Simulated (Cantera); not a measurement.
A closed system holds: 1 mol SiH4, 13 mol N2, 22 mol NH3, held at 0.00650 bar.

Equilibrium computed with Cantera from the NASA thermochemical tables; the gas is ideal and each condensed phase is pure. Candidate condensed phases: Si, Si3N4; 18 gas species. Kinetics and transport are ignored. All values below are at 1300 K.

Base state: H2 0.600, N2 0.400, H 1.06e-5 (mole fractions); condensed: Si3N4(s).

Task: What changes in the equilibrium state with this change: SiH4 replaced by SiCl4?

Result: 
```csv
species,before,after
H2,0.600,0.531
N2,0.400,0.400
HCl,0,0.0684
SiCl2,0,7.79e-5
H,1.06e-5,1.00e-5
"Si3N4(s), mol",0.333,0.332
```
Further candidate phases: NH4Cl.
